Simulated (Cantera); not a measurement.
What does this Cantera script print?

```python
import numpy as np
import cantera as ct

gas = ct.Solution("SiF4_NH3_mec.yaml", "gas")
gas.TPX = 1950, 2666, {'NH3': 0.42, 'N2': 0.78}
inlet = ct.Reservoir(gas, clone=True)

reactor = ct.IdealGasConstPressureReactor(gas, energy="off", clone=False)
exhaust = ct.Reservoir(gas, clone=True)
tau = [22, 4.7, 1, 0.22, 0.048, 0.01, 0.0023, 0.00049, 0.00011][0]
for a, b in ((inlet, reactor), (reactor, exhaust)):
    ct.MassFlowController(a, b, mdot=lambda t: reactor.mass / tau)
net = ct.ReactorNet([reactor])
show = ['NH3', 'N2H2', 'N2H4', 'NH2', 'H', 'H2', 'N2']

rows = []
print(f"{'tau/s':>10s}{'T/K':>9s}" + "".join(f"{s:>11s}" for s in show))
for tau in [22, 4.7, 1, 0.22, 0.048, 0.01, 0.0023, 0.00049, 0.00011]:
    net.initial_time = 0.0
    net.advance(30 * tau)
    before = gas.X
    net.advance(40 * tau)
    drift = np.max(np.abs(gas.X - before) / (gas.X + 1e-9))
    rows.append([gas.T, *gas[show].X, drift])
    print(f"{tau:10.3e}{gas.T:9.1f}" + "".join(f"{x:11.3e}" for x in gas[show].X))
```

It prints:

```
     tau/s      T/K        NH3       N2H2       N2H4        NH2          H         H2         N2
 2.200e+01   1950.0  2.102e-02  1.001e-07  1.565e-10  9.146e-05  5.567e-04  3.651e-01  6.133e-01
 4.700e+00   1950.0  7.224e-02  4.518e-07  9.118e-10  2.207e-04  3.305e-04  3.082e-01  6.190e-01
 1.000e+00   1950.0  1.806e-01  1.465e-06  3.524e-09  4.338e-04  1.590e-04  1.877e-01  6.310e-01
 2.200e-01   1950.0  2.873e-01  2.724e-06  7.788e-09  6.448e-04  5.560e-05  6.909e-02  6.429e-01
 4.800e-02   1950.0  3.348e-01  3.070e-06  1.141e-08  7.806e-04  1.460e-05  1.622e-02  6.481e-01
 1.000e-02   1950.0  3.475e-01  1.824e-06  8.272e-09  6.647e-04  2.448e-06  2.243e-03  6.496e-01
 2.300e-03   1950.0  3.497e-01  2.223e-07  1.185e-09  2.516e-04  4.188e-07  1.792e-04  6.499e-01
 4.900e-04   1950.0  3.499e-01  8.114e-09  5.612e-11  5.495e-05  2.931e-07  2.780e-05  6.500e-01
 1.100e-04   1950.0  3.500e-01  3.031e-10  2.661e-12  1.215e-05  2.791e-07  5.943e-06  6.500e-01
```

Detailed kinetics in Cantera: the gas-phase N/H chemistry of the illustrative SiF4/NH3 mechanism in the Surface Chemkin manual (1991). Walls and surfaces, which speed up NH3 decomposition in real reactors, are not modelled.
